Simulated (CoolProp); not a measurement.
The fluid at 298.15 K and 2.43 MPa is throttled through a valve to 0.0499 MPa with no heat exchange. The same conditions are run with several fluids, on thermodynamics alone (safety and materials aside).

The numbers come from the reference Helmholtz-energy equation of state of each fluid (sulfur dioxide: Gao 2016; R507A: Lemmon 2003; n-butane: Bücker 2006; R113: Marx 1992; chlorine: Thol 2021) in CoolProp. Blends and air are pseudo-pure fits.

```
fluid           temperature change (K)                       final phase  final density (kg/m³)
--------------  ----------------------  --------------------------------  ---------------------
sulfur dioxide                   -49.8  two-phase, vapour fraction 0.171                   9.15
R507A                                ?  two-phase, vapour fraction 0.552                      ?
n-butane                         -42.8                                 ?                   5.49
R113                              +0.9                            liquid                   1560
chlorine                         -73.9  two-phase, vapour fraction 0.241                      ?
```

### Question
Complete the blanks.

### Answer

- R507A, temperature change (K): -85.4
- R507A, final density (kg/m³): 5.20
- n-butane, final phase: two-phase, vapour fraction 0.253
- chlorine, final density (kg/m³): 7.96
